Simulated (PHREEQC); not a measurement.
Solution (20 °C): 0.03 mol NaOH, 0.0067 mol Na2SiO3 and 0.0047 mol K3PO4 per kg of water. Closed to the air; pH follows from the charge balance.

Computed with PHREEQC (ion-association model, phreeqc.dat).

**Question.** The ionic strength comes out as 0.0719 mol/kgw. What activity coefficients do OH-, PO4-3, HPO4-2, KHPO4-, Na+ get?

**Answer.** OH- 0.79, PO4-3 0.13, HPO4-2 0.42, KHPO4- 0.81, Na+ 0.81.

No solid was allowed to form.
